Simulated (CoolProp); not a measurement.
Carbon dioxide at 953.22 K and 24.4 MPa is throttled through a valve to 1.81 MPa with no heat exchange. Each further row changes one setting.

Values from CoolProp's reference Helmholtz-energy equation of state, Span 1996.

```tsv
case	temperature change (K)	final density (kg/m³)
as stated	-8.9	10.1
outlet pressure 0.543 MPa	-9.6	3.04
outlet pressure 2.35 MPa	-8.6	13.1
```
